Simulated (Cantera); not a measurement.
A Cantera script and its output.

```python
import numpy as np
import cantera as ct

surf = ct.Interface("diamond.yaml", "diamond_100")
gas, bulk = surf.adjacent["gas"], surf.adjacent["diamond"]
k = surf.kinetics_species_index(bulk.species_names[0])
cover = ["c6HH", "c6H*", "c6*H", "c6**", "c6HM", "c6B"]

rows, drift = [], 0.0
print(f"{'xH':>10s}{'um/h':>11s}" + "".join(f"{s:>11s}" for s in cover))
for v in [0.0001, 0.0002, 0.00039, 0.00077, 0.0015, 0.003, 0.0059, 0.012, 0.023]:
    T, P, xH, xCH3 = 1373, 16000, v, 1.2e-05
    gas.TPX = T, P, {"H": xH, "CH3": xCH3, "CH4": 0.0042, "H2": 1 - xH - xCH3 - 0.0042}
    surf.TP = bulk.TP = T, P
    surf.coverages = "c6H*:0.1, c6HH:0.9"
    surf.advance_coverages(100.0)
    before = surf.coverages
    surf.advance_coverages(100.0)
    drift = max(drift, np.max(np.abs(surf.coverages - before) / (surf.coverages + 1e-9)))
    rate = surf.net_production_rates[k] * bulk.mean_molecular_weight / bulk.density * 3.6e9
    rows.append([rate, *surf[cover].coverages])
    print(f"{v:10.4g}{rate:11.4e}" + "".join(f"{x:11.3e}" for x in rows[-1][1:]))
```

It prints:

```
        xH       um/h       c6HH       c6H*       c6*H       c6**       c6HM        c6B
    0.0001 7.2397e-03  6.999e-01  2.819e-02  2.685e-01  3.364e-03  7.450e-06  1.965e-11
    0.0002 2.7817e-02  5.885e-01  3.831e-02  3.648e-01  8.239e-03  1.054e-05  7.548e-11
   0.00039 7.6861e-02  4.968e-01  4.626e-02  4.404e-01  1.634e-02  1.370e-05  2.086e-10
   0.00077 1.6431e-01  4.300e-01  5.157e-02  4.909e-01  2.735e-02  1.692e-05  4.459e-10
    0.0015 2.7746e-01  3.887e-01  5.447e-02  5.182e-01  3.854e-02  1.970e-05  7.529e-10
     0.003 4.1134e-01  3.637e-01  5.598e-02  5.321e-01  4.808e-02  2.167e-05  1.116e-09
    0.0059 5.6626e-01  3.504e-01  5.673e-02  5.383e-01  5.442e-02  2.235e-05  1.537e-09
     0.012 7.8993e-01  3.431e-01  5.725e-02  5.412e-01  5.841e-02  2.159e-05  2.144e-09
     0.023 1.0879e+00  3.396e-01  5.774e-02  5.421e-01  6.053e-02  1.949e-05  2.952e-09
```

Computed with Cantera and the Harris–Goodwin 1993 mechanism for the reconstructed diamond (100) surface.
